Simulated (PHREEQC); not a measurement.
A solution holds 0.011 mol/kgw NaH2PO4 and 0.0081 mol/kgw NaOH, at 10 °C. Closed to the air; pH follows from the charge balance.

The numbers come from PHREEQC with the ion-association model, wateq4f.dat.

```json
{
 "pH": "7.49",
 "ionic_strength": "0.0269 mol/kgw",
 "total_alkalinity": "8.10 meq/kg"
}
```

```csv
species,molality,activity,log γ
Na+,0.0189,0.0163,-0.065
HPO4-2,0.00794,0.00439,-0.258
H2PO4-,0.00290,0.00251,-0.063
NaHPO4-,0.000161,0.000139,-0.063
PO4-3,1.69e-7,4.44e-8,-0.580
OH-,1.05e-7,9.00e-8,-0.069
```

This is a speciation only: nothing precipitates in the calculation. Species that the database lacks are ignored. H3PO4, which wateq4f.dat lacks, is added to it with the constant of phreeqc.dat. Away from 25 °C the constants follow the database's enthalpies or fits; those with neither stay at their 25 °C values.
